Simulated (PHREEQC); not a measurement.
Dissolve 0.0016 mol/kgw Na2SiF6 and 0.0132 mol/kgw NiSO4 at 25 °C. Closed to the air; pH follows from the charge balance.

All values are PHREEQC results (ion-association model, wateq4f.dat), not measurements.

### Question
The ionic strength comes out as 0.0419 mol/kgw. What activity coefficients do HSO4-, F-, Ni(SO4)2-2, SO4-2, HF2- get?

### Answer
HSO4- 0.83, F- 0.82, Ni(SO4)2-2 0.48, SO4-2 0.49, HF2- 0.82.

This is a speciation only: nothing precipitates in the calculation. The solution is supersaturated, for example in Quartz (slow to form), Chalcedony (slow to form), so a real one may precipitate; this is no full list. Complexes and solids missing from the database can't appear. SiF6-2 is the database's only silicon fluoride.
